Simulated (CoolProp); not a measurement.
Values from CoolProp's reference Helmholtz-energy equation of state, Thol 2016.

Problem. For hexamethyldisiloxane (MM), give the phase and the density (kg/m³), cp (kJ/(kg K)), cv (kJ/(kg K)), expansivity (1/kK) at 189.35 °C and 2690 kPa; 287.75 °C and 2690 kPa; 327.15 °C and 2690 kPa.

Solution. 
- 189.35 °C and 2690 kPa: liquid; density 565, cp 2.39, cv 1.95, expansivity 2.88
- 287.75 °C and 2690 kPa: supercritical; density 177, cp 2.99, cv 2.18, expansivity 14.1
- 327.15 °C and 2690 kPa: supercritical; density 126, cp 2.53, cv 2.23, expansivity 5.80
